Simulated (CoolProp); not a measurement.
Vapour-liquid equilibrium of carbon dioxide (1) + R22 (2) at -33.55 °C; x and y are mole fractions of (1).

Computed with CoolProp (multi-fluid Helmholtz-energy mixture model, Span 1996 and Kamei 1995; pair parameters Bell 2016).

**Question.** Give the bubble pressure and the first vapour's composition at x = 0.05, 0.2, 0.8. Is there an azeotrope?

**Answer.** x = 0.05: 1.817 bar, y = 0.255; x = 0.2: 3.220 bar, y = 0.636; x = 0.8: 10.13 bar, y = 0.967. No azeotrope shows between x = 0.05 and 0.95.

The pair parameters rest on a limited set of measurements; away from them the model extrapolates.
